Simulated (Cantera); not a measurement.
An isothermal, constant-pressure homogeneous reactor starts with CH₄ : CO₂ : H₂ = 1 : 0.54 : 0.11 (molar parts), at 1875 K and 750 Torr. Integrator tolerance rtol = 1e-08.

Detailed kinetics in Cantera: GRI-Mech 3.0 (53 species, 325 reactions). GRI-Mech 3.0 stops at C3 and has no aromatics, soot or wall deposition, so with more carbon than oxygen in the feed, carbon stays in small species such as C2H2 where larger ones or solid carbon would form.

Q: What does this change do: temperature 1875 to 1275 K?

A: 
```json
[
 {"quantity": "x(CH₄) at 200 s", "before": "0.00400 (gas-phase equilibrium 0.00400)", "after": "0.284 (gas-phase equilibrium 0.160)"},
 {"quantity": "x(CO₂) at 200 s", "before": "2.85e-7 (gas-phase equilibrium 2.86e-7)", "after": "0.101 (gas-phase equilibrium 1.20e-5)"},
 {"quantity": "x(H₂) at 200 s", "before": "0.585 (gas-phase equilibrium 0.585)", "after": "0.178 (gas-phase equilibrium 0.443)"},
 {"quantity": "x(CO) at 200 s", "before": "0.340 (gas-phase equilibrium 0.340)", "after": "0.176 (gas-phase equilibrium 0.394)"},
 {"quantity": "x(HO₂) at 200 s", "before": "<1e-12 (gas-phase equilibrium <1e-12)", "after": "<1e-12 (gas-phase equilibrium <1e-12)"}
]
```
